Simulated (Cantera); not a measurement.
## Moist CO burnout

An isothermal, constant-pressure homogeneous reactor starts with CO : O2 : H2O : N2 = 0.016 : 0.0069 : 0.028 : 1 (molar parts), equivalence ratio 1.2, at 1225 K and 9.87 atm.

Detailed kinetics in Cantera: GRI-Mech 3.0 (53 species, 325 reactions).

```csv
t (s),x CO,x O2,x H2O,x NO,x H
0.000300,0.0152,0.00656,0.0266,<1e-12,4.52e-8
0.000823,0.0148,0.00638,0.0266,1.55e-10,2.17e-6
0.00226,0.0128,0.00542,0.0265,1.82e-9,2.56e-6
0.00620,0.00856,0.00334,0.0265,8.46e-9,2.60e-6
0.0170,0.00352,0.000846,0.0265,2.91e-8,2.98e-6
0.0468,0.00135,8.83e-6,0.0260,5.87e-8,1.51e-6
0.128,0.00116,6.71e-7,0.0259,5.90e-8,3.10e-7
0.352,0.00109,1.16e-7,0.0258,5.46e-8,9.63e-8
0.967,0.00105,2.63e-8,0.0258,4.94e-8,3.15e-8
2.65,0.00102,7.26e-9,0.0257,4.46e-8,1.05e-8
7.29,0.00100,1.89e-9,0.0257,3.98e-8,4.93e-9
20.0,0.000981,1.95e-10,0.0257,3.28e-8,3.79e-9
```
x: mole fraction; the columns are a selection and need not sum to one.

Equilibrium at this temperature and pressure: CO 0.000951, O2 <1e-12, H2O 0.0257, NO 8.52e-11, H 3.37e-9 (gas phase only).
